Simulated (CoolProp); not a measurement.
Properties of trans-2-butene along the isotherm 162.65 °C.

Model: reference Helmholtz-energy equation of state, Lemmon 2005, in CoolProp. It is a short technical equation, of lower accuracy than the large ones.

```
p (MPa)          phase           Z  cv (kJ/(kg K))  Joule-Thomson coefficient (K/MPa)  isothermal compressibility (1/MPa)  expansivity (1/kK)
-------  -------------  ----------  --------------  ---------------------------------  ----------------------------------  ------------------
0.464              gas  (withheld)           1.935                              8.804                               2.245               2.614
0.927              gas      0.9198           1.952                              9.276                               1.179               3.014
1.39               gas      0.8758           1.971                              9.823                              0.8320               3.534
1.85               gas      0.8286      (withheld)                              10.46                          (withheld)               4.227
2.32               gas      0.7758           2.017                              11.25                              0.5833               5.233
2.78               gas      0.7182           2.046                              12.18                              0.5452               6.737
3.25               gas      0.6505           2.084                              13.37                              0.5491               9.390
3.71               gas      0.5696           2.135                              14.83                              0.6211               14.98
4.17     supercritical      0.4549           2.219                              16.29                              0.9633               36.10
4.64     supercritical      0.2544           2.238                              9.153                              0.8543               73.59
5.1      supercritical      0.2356           2.156                         (withheld)                              0.1836               22.09
5.56     supercritical      0.2415           2.127                         (withheld)                              0.1006               14.07
6.03     supercritical      0.2519           2.110                              2.443                             0.06939               10.74
```

Task: Some entries are withheld; supply them.

Result: 
- 0.464, Z: 0.9610
- 1.85, cv (kJ/(kg K)): 1.992
- 1.85, isothermal compressibility (1/MPa): 0.6696
- 5.1, Joule-Thomson coefficient (K/MPa): 4.586
- 5.56, Joule-Thomson coefficient (K/MPa): 3.176
